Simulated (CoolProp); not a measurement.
A simple Rankine cycle with cyclohexane: condensing at 326.15 K, boiler at 0.521 MPa, turbine inlet 425.2 K, turbine efficiency 0.75, pump efficiency 0.6, no recuperator. Each further row changes one setting.

Values from CoolProp's reference Helmholtz-energy equation of state, Zhou 2014.

```json
[
 {"case": "as stated", "thermal efficiency (%)": "13.3", "net work (kJ/kg)": "[?]", "heat in (kJ/kg)": "525", "turbine exit temperature (K)": "[?]", "volume ratio over the turbine": "12.7"},
 {"case": "turbine inlet 445.2 K", "thermal efficiency (%)": "13.1", "net work (kJ/kg)": "74.2", "heat in (kJ/kg)": "[?]", "turbine exit temperature (K)": "398.9", "volume ratio over the turbine": "12.6"},
 {"case": "condensing temperature 318.15 K", "thermal efficiency (%)": "[?]", "net work (kJ/kg)": "[?]", "heat in (kJ/kg)": "[?]", "turbine exit temperature (K)": "372.7", "volume ratio over the turbine": "17.0"},
 {"case": "boiler pressure 0.365 MPa", "thermal efficiency (%)": "11.7", "net work (kJ/kg)": "61.9", "heat in (kJ/kg)": "530", "turbine exit temperature (K)": "[?]", "volume ratio over the turbine": "8.75"},
 {"case": "turbine efficiency 0.65", "thermal efficiency (%)": "[?]", "net work (kJ/kg)": "60.4", "heat in (kJ/kg)": "525", "turbine exit temperature (K)": "383.2", "volume ratio over the turbine": "12.9"}
]
```

Task: What belongs in the gaps?

Result: 
- as stated, net work (kJ/kg): 69.9
- as stated, turbine exit temperature (K): 377.7
- turbine inlet 445.2 K, heat in (kJ/kg): 566
- condensing temperature 318.15 K, thermal efficiency (%): 14.4
- condensing temperature 318.15 K, net work (kJ/kg): 77.8
- condensing temperature 318.15 K, heat in (kJ/kg): 540
- boiler pressure 0.365 MPa, turbine exit temperature (K): 385.6
- turbine efficiency 0.65, thermal efficiency (%): 11.5
